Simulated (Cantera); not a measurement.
## Catalytic combustion on Pt

An isothermal plug-flow reactor at 675 K and 0.360 bar (inlet), inlet velocity 0.19 m/s, active area per volume 220 1/m; feed H2 : O2 : N2 = 0.017 : 0.1 : 0.79 (molar parts), equivalence ratio 0.085.

Cantera simulation using Deutschmann's 1995 Pt surface mechanism with GRI-Mech 3.0 gas chemistry; the numbers are that mechanism's predictions, not measurements. Catalytic surfaces can have several steady states; this one follows from the mechanism file's or the stated starting coverage. Mass transfer to the wall is taken as infinitely fast.

| z (m) | x H2 | x O2 | x H2O | θ free Pt | θ O* | θ OH* |
|---|---|---|---|---|---|---|
| 3.2e-05 | 0.0139 | 0.108 | 0.00489 | 0.226 | 0.768 | 0.00616 |
| 6.2e-05 | 0.0111 | 0.107 | 0.00767 | 0.183 | 0.811 | 0.00604 |
| 0.00012 | 0.00803 | 0.105 | 0.0108 | 0.134 | 0.860 | 0.00566 |
| 0.00023 | 0.00521 | 0.104 | 0.0137 | 0.0881 | 0.907 | 0.00497 |
| 0.00045 | 0.00304 | 0.103 | 0.0159 | 0.0524 | 0.944 | 0.00406 |
| 0.00086 | 0.00169 | 0.103 | 0.0172 | 0.0303 | 0.966 | 0.00320 |
| 0.0017 | 0.000847 | 0.102 | 0.0181 | 0.0174 | 0.980 | 0.00248 |
| 0.0032 | 0.000396 | 0.102 | 0.0185 | 0.0115 | 0.986 | 0.00204 |
x: gas mole fraction; θ: surface coverage.
